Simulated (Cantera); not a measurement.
Cantera run:

```python
import numpy as np
import cantera as ct

gas_names = """
    H HNO HNO2 HNO3 HO2 H2 H2O H2O2 Hg N NH NH2 NH3 NH2OH NO NO2 NO3 N2 N2H2 N2H4 N2O O OH O2 O3
""".split()
cond_names = """
    H2O(s) H2O(L) Hg(cr) Hg(L) HgO(s)
""".split()


# ... load() reads the species with a 1 bar reference pressure and builds the phases ...
atoms = {
    'HgO': {'Hg': 1, 'O': 1},
    'H2': {'H': 2},
    'N2': {'N': 2},
}
top_T = {}  # K; cautious upper limits of use, not melting points


# ... equilibrate(T, P, feed) seeds the gas with the atoms and calls Mixture.equilibrate('TP', solver="vcs", rtol=1e-11, max_steps=5000) ...
results = []
feed = {'HgO': 1, 'H2': 0.06, 'N2': 5.4}  # mol
T = 1000  # K
P = 14000  # Pa
mix = equilibrate(T, P, feed)
results.append((T, P, feed, dict(zip(mix.species_names, mix.species_moles))))
print(gas.report(threshold=0.001))
for i in range(1, mix.n_phases):
    print(f"{mix.phase(i).name:16s} {mix.phase_moles(i):12.5e} mol")
```

Output:

```
       temperature   1000 K
          pressure   14000 Pa
           density   0.089412 kg/m^3
  mean mol. weight   53.101 kg/kmol
   phase of matter   gas

                          1 kg             1 kmol
                     ---------------   ---------------
          enthalpy        5.1527e+05        2.7361e+07  J
   internal energy        3.5869e+05        1.9046e+07  J
           entropy            4658.3        2.4736e+05  J/K
    Gibbs function        -4.143e+06          -2.2e+08  J
 heat capacity c_p            587.37             31190  J/K
 heat capacity c_v            430.79             22875  J/K

                      mass frac. Y      mole frac. X     chem. pot. / RT
                     ---------------   ---------------   ---------------
               H2O         0.0029373          0.008658           -60.664
                Hg           0.54511            0.1443           -18.835
                N2           0.41108           0.77921           -27.077
                O2          0.040863          0.067812           -31.223
     [  +21 minor]        1.0179e-05        1.7922e-05

Hg(L)             0.00000e+00 mol
HgO(s)            0.00000e+00 mol
```

Equilibrium computed with Cantera from the NASA thermochemical tables; the gas is ideal and each condensed phase is pure.
